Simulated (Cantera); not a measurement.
Charge: 1 mol SiO2, 6.5 mol HCl, 9.6 mol H2, 1.9 mol SiCl4, equilibrated at 0.370 bar.

Method: chemical equilibrium by Gibbs-energy minimisation in Cantera with the NASA 1993 tables (ideal gas, pure condensed phases). Candidate condensed phases: H2O, Si, SiO2; 30 gas species. The tables' values for SiCl3 are old estimates; treat these amounts as uncertain. The tables hold silica as quartz up to 1696 K and as liquid above; real silica turns to tridymite and cristobalite and melts near 1996 K. Kinetics and transport are ignored. All values below are at 1300 K.

Base state: H2 0.522, HCl 0.373, SiCl4 0.0934, SiHCl3 0.00595, SiCl3 0.00451, SiCl2 0.00130, SiH2Cl2 5.35e-5 (mole fractions); condensed: SiO2(β-quartz).

Question: What changes in the equilibrium state with this change: HCl from 6.5 to 95 mol?

Answer: 
```
species               before    after
-------------------  -------  -------
HCl                    0.373    0.892
H2                     0.522   0.0900
SiCl4                 0.0934   0.0176
SiH2Cl2              5.35e-5  5.25e-8
SiCl2                0.00130  7.37e-6
SiO2(β-quartz), mol    1.000    0.998
```

Question: What changes in the equilibrium state with this change: pressure from 0.370 bar to 0.133 bar?

Answer: 
| species | before | after |
|---|---|---|
| H2 | 0.522 | 0.517 |
| HCl | 0.373 | 0.378 |
| SiCl4 | 0.0934 | 0.0889 |
| SiCl2 | 0.00130 | 0.00331 |
| SiCl3 | 0.00451 | 0.00704 |
| SiH2Cl2 | 5.35e-5 | 4.88e-5 |
| SiO2(β-quartz), mol | 1.000 | 1.000 |

Question: What changes in the equilibrium state with this change: SiCl4 from 1.9 to 1 mol?

Answer: 
```tsv
species	before	after
H2	0.522	0.555
HCl	0.373	0.387
SiCl4	0.0934	0.0518
SiCl2	0.00130	0.000710
SiCl3	0.00451	0.00249
SiHCl3	0.00595	0.00338
SiO2(β-quartz), mol	1.000	1.000
```
